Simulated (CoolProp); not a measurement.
Values from CoolProp's reference Helmholtz-energy equation of state, Smukala 2000.

For ethylene, give the phase and the cp (kJ/(kg K)), cv (kJ/(kg K)) at 222.6 K and 12 bar; 302.1 K and 11.3 bar; 366.8 K and 1.28 bar.


- 222.6 K and 12 bar: liquid; cp 2.73, cv 1.32
- 302.1 K and 11.3 bar: gas; cp 1.66, cv 1.27
- 366.8 K and 1.28 bar: gas; cp 1.78, cv 1.48
